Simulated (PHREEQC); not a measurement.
0.73 g of hydrous ferric oxide (600 m²/g; 0.2 weak and 0.005 strong sites per Fe, Dzombak-Morel constants, diffuse double layer) in 1 kg of water with 0.001 mol/kgw of an inert sodium salt and 7.6e-05 mol NaF and 0.00051 mol CuSO4, at 25 °C; the pH is set by adding NaOH or the inert anion's acid. Oxygen alone is held at its pressure in air (log pO2 = -0.68). The system is closed to CO2. Precipitation was switched off in this run.

The series has 13 steps of pH, from 3 to 11.

Computed with PHREEQC (ion-association model, wateq4f.dat).

Problem. Near which pH is half of the F sorbed, and on which side is more sorbed?

Solution. Near pH 5.7, with more sorbed at lower pH.

Problem. Near which pH is half of the S sorbed, and on which side is more sorbed?

Solution. Near pH 6.8, with more sorbed at lower pH.

Problem. Near which pH is half of the Cu sorbed, and on which side is more sorbed?

Solution. Near pH 4.9, with more sorbed at higher pH.

Species that the database lacks are ignored. The database's constant for dissolved Cu(OH)2 is higher than later reviews accept. The oxide is taken as insoluble; below pH 4 it would dissolve.
